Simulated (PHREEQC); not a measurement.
0.13 g of hydrous ferric oxide (600 m²/g; 0.2 weak and 0.005 strong sites per Fe, Dzombak-Morel constants, diffuse double layer) in 1 kg of water with 0.005 mol/kgw of an inert sodium salt and 0.58 mmol/kgw ZnCl2, 0.73 mmol/kgw Na2SO4 and 0.00069 mmol/kgw Ag2SO4, at 25 °C; the pH is set by adding NaOH or the inert anion's acid. Oxygen alone is held at its pressure in air (log pO2 = -0.68). The system is closed to CO2. Nothing may precipitate in this run.

Base run: PHREEQC, ion-association model, wateq4f.dat. Each further column changes one thing. The table gives Zn sorbed (%).

```tsv
pH	base	no electrostatic term (-no_edl)	background salt from 0.005 to 0.0005 mol/kgw	oxide from 0.13 to 0.65 g/kgw	7.4e-05 mol/kgw SrCl2 added
4	0.0	0.0	0.0	0.1	0.0
4.5	0.2	0.2	0.2	1.0	0.2
5.5	1.7	2.1	1.7	8.1	1.7
6	4.8	8.5	5.1	21.1	4.8
7	24.0	45.3	24.4	79.4	24.0
7.5	28.5	50.2	28.6	92.4	28.5
8.5	28.6	51.4	28.3	99.1	28.6
9	26.9	51.0	26.5	99.4	26.9
10	25.4	36.2	25.3	99.3	25.3
10.5	24.9	13.0	25.0	99.0	24.0
11.5	22.7	0.8	23.2	94.5	13.0
12	18.7	0.1	19.3	79.1	8.6
```

In at least one series the solution becomes supersaturated in solids that the run did not let form, among them Zn(OH)2-e, Zn4(OH)6SO4, Zn5(OH)8Cl2, Cerargyrite.
